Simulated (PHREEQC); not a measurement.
# Acid rinse or clean

Solution (25 °C): 0.004 mol/kgw HBr, 0.00016 mol/kgw CaCl2 and 0.073 mol/kgw CuCl2. It is in equilibrium with CO2 at log p = 0 (atm). Otherwise closed; pH follows from the charge balance.

Model: ion-association model, wateq4f.dat, run in PHREEQC.

- pH: 2.49
- ionic strength: 0.207 mol/kgw
- total alkalinity: -4.00 meq/kg

```json
[
 {"species": "Cl-", "molality": "0.138", "activity": "0.0979", "log γ": "-0.149"},
 {"species": "Cu+2", "molality": "0.0649", "activity": "0.0210", "log γ": "-0.489"},
 {"species": "CO2", "molality": "0.0325", "activity": "0.0340", "log γ": "0.021"},
 {"species": "CuCl+", "molality": "0.00774", "activity": "0.00554", "log γ": "-0.145"},
 {"species": "H+", "molality": "0.00407", "activity": "0.00324", "log γ": "-0.099"},
 {"species": "Br-", "molality": "0.00400", "activity": "0.00298", "log γ": "-0.128"},
 {"species": "CuCl2", "molality": "0.000278", "activity": "0.000291", "log γ": "0.021"},
 {"species": "Ca+2", "molality": "0.000160", "activity": "5.09e-5", "log γ": "-0.497"},
 {"species": "CuHCO3+", "molality": "6.58e-5", "activity": "4.90e-5", "log γ": "-0.128"},
 {"species": "HCO3-", "molality": "6.25e-6", "activity": "4.65e-6", "log γ": "-0.128"},
 {"species": "CuCl3-", "molality": "1.41e-7", "activity": "1.01e-7", "log γ": "-0.145"},
 {"species": "CuOH+", "molality": "9.03e-8", "activity": "6.46e-8", "log γ": "-0.145"},
 {"species": "CuCO3", "molality": "7.24e-9", "activity": "7.60e-9", "log γ": "0.021"}
]
```

Precipitation was switched off in this run.
